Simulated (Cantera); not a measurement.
Input: 1 mol C, 0.036 mol CO2, 4.8 mol H2, at 1600000 Pa.

Method: chemical equilibrium by Gibbs-energy minimisation in Cantera with the NASA 1993 tables (ideal gas, pure condensed phases). Candidate condensed phases: C, C6H6, C7H8, C8H18, H2O; 110 gas species. Kinetics and transport are ignored.

Q: At 1550 °C, list the 5 most abundant gas species with their mole fractions, and the condensed phases.

A: H2 0.974, CO 0.0149, CH4 0.0108, C2H2 (acetylene) 0.000206, H 0.000107. Condensed: C(graphite).
